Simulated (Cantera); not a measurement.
A freely propagating, adiabatic, planar premixed flame of 12.0 % CH4, 18.5 % O2, 69.5 % N2, equivalence ratio 1.3, unburnt at 300 K and 6000 Torr; unity-Lewis-number transport, grid criteria slope 0.08 and curve 0.16, no radiation.

Model: GRI-Mech 3.0 (53 species, 325 reactions), integrated in Cantera. Unity Lewis numbers drop preferential diffusion, which matters most where H2 and H carry the flame. Burning velocities carry a grid error of a few per cent, more on coarse grids.

x: mole fraction of selected species; z is measured from the peak of heat release.

```
z (mm)   T (K)  u (m/s)     x CH4      x O2    x CH2O    x HCO  x CH2CO     x NO
-------  -----  -------  --------  --------  --------  -------  -------  -------
-0.770     301   0.0647     0.120     0.185   1.18e-6    <1e-8        …    <1e-8
-0.513     308   0.0663     0.120     0.184   8.78e-6    <1e-8        …    <1e-8
-0.385     342   0.0737     0.118     0.181   4.43e-5    <1e-8        …    <1e-8
-0.257     517    0.112     0.106     0.165  0.000231    <1e-8        …  7.69e-8
-0.128    1075    0.236    0.0671     0.108  0.000836    <1e-8        …  1.83e-6
-0.0641   1495    0.332    0.0353    0.0612  0.000836  4.74e-7        …  5.24e-6
0         1875    0.422   0.00918    0.0188  0.000223  1.74e-6        …  8.88e-6
0.0641    2022    0.457   0.00231   0.00370   4.93e-5  6.30e-7        …  1.33e-5
0.128     2053    0.464   0.00124  0.000927   1.63e-5  1.76e-7        …  1.60e-5
0.257     2062    0.466  0.000742  0.000118   4.98e-6  5.29e-8        …  1.86e-5
0.513     2062    0.467  0.000393   4.54e-6   1.99e-6  3.31e-8        …  2.22e-5
1.03      2060    0.467  0.000135   4.30e-7   6.44e-7  2.82e-8        …  2.84e-5
2.05      2059    0.467   1.66e-5   4.21e-7   8.57e-8  2.70e-8        …  3.58e-5
```

### Question
Some entries are withheld; supply them.

### Answer

- -0.770, x CH2CO: 2.44e-7
- -0.513, x CH2CO: 1.82e-6
- -0.385, x CH2CO: 9.18e-6
- -0.257, x CH2CO: 4.80e-5
- -0.128, x CH2CO: 0.000187
- -0.0641, x CH2CO: 0.000298
- 0, x CH2CO: 0.000210
- 0.0641, x CH2CO: 4.73e-5
- 0.128, x CH2CO: 1.52e-5
- 0.257, x CH2CO: 4.37e-6
- 0.513, x CH2CO: 1.73e-6
- 1.03, x CH2CO: 5.23e-7
- 2.05, x CH2CO: 5.45e-8
